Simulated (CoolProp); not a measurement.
n-perfluoropentane at several states: Z from the reference equation and from simpler models built on Tc = 147.9 °C, pc = 2063 kPa, ω = 0.436; each cubic takes its own stable root.

Model: reference Helmholtz-energy equation of state, Gao 2022, in CoolProp.

```
T (°C)  p (kPa)   phase  reference
------  -------  ------  ---------
113.65     1000     gas     0.6993
21.15      3460  liquid     0.2491
-40.95      663  liquid    0.05476
142.75      746     gas     0.8557
198.45     15.6     gas     0.9983
```

Q: How far does each simpler model (van der Waals, Redlich-Kwong, Soave-Redlich-Kwong, Peng-Robinson) lie from the reference over these 5 states: mean and median of the absolute difference, and the worst?

A: 
- van der Waals: mean 28.2 %, median 11.9 %, worst +66.4 % at -40.95 °C and 663 kPa
- Redlich-Kwong: mean 6.3 %, median 5.8 %, worst +12.8 % at -40.95 °C and 663 kPa
- Soave-Redlich-Kwong: mean 3.3 %, median 2.1 %, worst +7.7 % at -40.95 °C and 663 kPa
- Peng-Robinson: mean 2.3 %, median 1.3 %, worst -5.6 % at 21.15 °C and 3460 kPa
